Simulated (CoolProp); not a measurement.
Computed with CoolProp (reference Helmholtz-energy equation of state, Setzmann 1991).

Question: For methane, give the phase and the cp (kJ/(kg K)), speed of sound (m/s) at 203.3 K and 2.24 MPa; 358.2 K and 2.24 MPa; 396.9 K and 2.24 MPa.

Answer: 
- 203.3 K and 2.24 MPa: gas; cp 2.64, speed of sound 344
- 358.2 K and 2.24 MPa: gas; cp 2.48, speed of sound 485
- 396.9 K and 2.24 MPa: gas; cp 2.58, speed of sound 509
